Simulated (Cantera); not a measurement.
# Pyrogenic steam for wet oxidation

An isothermal, constant-pressure homogeneous reactor starts with 5.94 % H2, 4.95 % O2, 89.1 % N2, equivalence ratio 0.60, at 1400 K and 0.133 bar.

Computed with Cantera and the H2/O2 subset of GRI-Mech 3.0, which has no nitrogen chemistry. The temperature is held fixed by assumption; the heat of reaction is taken as removed at once.

| t (s) | x H2 | x O2 | x O | x OH | x H | x H2O | x HO2 |
|---|---|---|---|---|---|---|---|
| 6.00e-5 | 0.0594 | 0.0495 | 1.80e-8 | 1.37e-8 | 8.88e-8 | 6.55e-8 | 4.12e-8 |
| 0.000173 | 0.0594 | 0.0495 | 8.18e-7 | 6.15e-7 | 3.81e-6 | 4.53e-6 | 1.39e-7 |
| 0.000501 | 0.0180 | 0.0304 | 0.00627 | 0.00294 | 0.0220 | 0.0290 | 1.47e-6 |
| 0.00145 | 0.00664 | 0.0239 | 0.00794 | 0.00269 | 0.0214 | 0.0411 | 1.27e-6 |
| 0.00418 | 0.00503 | 0.0226 | 0.00483 | 0.00228 | 0.0117 | 0.0484 | 1.23e-6 |
| 0.0121 | 0.00226 | 0.0209 | 0.00172 | 0.00146 | 0.00288 | 0.0565 | 1.11e-6 |
| 0.0348 | 0.000428 | 0.0204 | 0.000296 | 0.000624 | 0.000218 | 0.0603 | 7.03e-7 |
| 0.101 | 5.01e-5 | 0.0204 | 3.43e-5 | 0.000214 | 8.62e-6 | 0.0611 | 1.78e-7 |
| 0.291 | 7.87e-6 | 0.0204 | 5.44e-6 | 8.53e-5 | 5.44e-7 | 0.0612 | 3.48e-8 |
| 0.839 | 1.88e-6 | 0.0204 | 1.31e-6 | 4.19e-5 | 6.42e-8 | 0.0612 | 1.11e-8 |
| 2.42 | 7.07e-7 | 0.0204 | 4.94e-7 | 2.57e-5 | 1.49e-8 | 0.0612 | 7.62e-9 |
| 7.00 | 5.37e-7 | 0.0204 | 3.75e-7 | 2.24e-5 | 9.88e-9 | 0.0612 | 7.44e-9 |
x: mole fraction; the columns are a selection and need not sum to one.

Equilibrium at this temperature and pressure: H2 5.34e-7, O2 0.0204, O 3.73e-7, OH 2.23e-5, H 9.80e-9, H2O 0.0612, HO2 7.44e-9 (gas phase only).
